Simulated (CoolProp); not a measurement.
The numbers come from the reference Helmholtz-energy equation of state, Thol 2017 in CoolProp.

Problem. For decamethyltetrasiloxane (MD2M), give the phase and the density (kg/m³), cp (kJ/(kg K)), cv (kJ/(kg K)), Joule-Thomson coefficient (K/MPa) at 262.85 °C and 0.715 MPa.

Solution. 
- 262.85 °C and 0.715 MPa: liquid; density 571, cp 2.28, cv 1.96, Joule-Thomson coefficient 0.518
